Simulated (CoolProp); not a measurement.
A single-stage vapour-compression cycle with trans-2-butene: evaporating at 251.15 K (dew point), condensing at 272.15 K (bubble point), superheat 8 K, subcooling 2 K, compressor efficiency 0.85, no pressure losses. Each further row changes one setting.

The numbers come from the reference Helmholtz-energy equation of state, Lemmon 2005 in CoolProp. It is a short technical equation, of lower accuracy than the large ones.

```csv
case,cooling COP,pressure ratio,discharge temperature (K),refrigerating effect (kJ/kg),volumetric capacity (kJ/m³)
as stated,9.60,2.44,288.6,396,406
evaporating temperature 256.15 K,13.1,(withheld),286.2,402,510
condensing temperature 267.15 K,12.8,(withheld),282.0,407,417
subcooling 7 K,9.87,2.44,288.6,407,417
superheat 18 K,9.57,2.44,298.9,(withheld),404
compressor efficiency 0.75,8.47,2.44,292.1,396,406
```

Question: What belongs in the gaps?

Answer: 
- evaporating temperature 256.15 K, pressure ratio: 1.94
- condensing temperature 267.15 K, pressure ratio: 2.00
- superheat 18 K, refrigerating effect (kJ/kg): 411
